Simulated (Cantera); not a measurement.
Charge: 1 mol SO₂, a varied amount of H₂, equilibrated at 1400 K and 10.0 Torr.

These are equilibrium values from Cantera (NASA tables, ideal gas, pure condensed phases), not measurements of a reactor. Candidate condensed phases: H₂O, H₂SO₄, S; 19 gas species. The numbers say what is thermodynamically allowed, not how fast it happens.

x: gas mole fraction; nothing condenses.

```json
[
 {"n(H₂) (mol)": "0.67", "x H₂": "0.0306", "x H₂O": "0.405", "x SO₂": "0.455", "x S₂": "0.0951", "x H₂S": "0.00664", "x SO": "0.00473", "x S₂O": "0.00200"},
 {"n(H₂) (mol)": "0.93", "x H₂": "0.0446", "x H₂O": "0.487", "x SO₂": "0.337", "x S₂": "0.114", "x H₂S": "0.0106", "x SO": "0.00425", "x S₂O": "0.00197"},
 {"n(H₂) (mol)": "1.3", "x H₂": "0.0671", "x H₂O": "0.565", "x SO₂": "0.215", "x S₂": "0.130", "x H₂S": "0.0170", "x SO": "0.00351", "x S₂O": "[?]"},
 {"n(H₂) (mol)": "1.8", "x H₂": "0.105", "x H₂O": "0.617", "x SO₂": "0.107", "x S₂": "0.138", "x H₂S": "0.0276", "x SO": "0.00251", "x S₂O": "[?]"},
 {"n(H₂) (mol)": "2.5", "x H₂": "0.186", "x H₂O": "0.606", "x SO₂": "0.0317", "x S₂": "0.126", "x H₂S": "0.0466", "x SO": "0.00134", "x S₂O": "[?]"},
 {"n(H₂) (mol)": "3.5", "x H₂": "0.329", "x H₂O": "0.503", "x SO₂": "0.00588", "x S₂": "0.0898", "x H₂S": "0.0695", "x SO": "0.000530", "x S₂O": "[?]"},
 {"n(H₂) (mol)": "4.9", "x H₂": "0.480", "x H₂O": "0.382", "x SO₂": "0.00124", "x S₂": "0.0549", "x H₂S": "0.0793", "x SO": "0.000215", "x S₂O": "[?]"},
 {"n(H₂) (mol)": "6.9", "x H₂": "0.611", "x H₂O": "0.280", "x SO₂": "0.000310", "x S₂": "0.0311", "x H₂S": "0.0760", "x SO": "9.34e-5", "x S₂O": "[?]"},
 {"n(H₂) (mol)": "9.6", "x H₂": "0.711", "x H₂O": "0.204", "x SO₂": "9.14e-5", "x S₂": "0.0174", "x H₂S": "0.0661", "x SO": "4.38e-5", "x S₂O": "[?]"}
]
```

Task: What belongs in the gaps?

Result: 
- 1.3, x S₂O: 0.00174
- 1.8, x S₂O: 0.00128
- 2.5, x S₂O: 0.000656
- 3.5, x S₂O: 0.000218
- 4.9, x S₂O: 6.93e-5
- 6.9, x S₂O: 2.27e-5
- 9.6, x S₂O: 7.95e-6
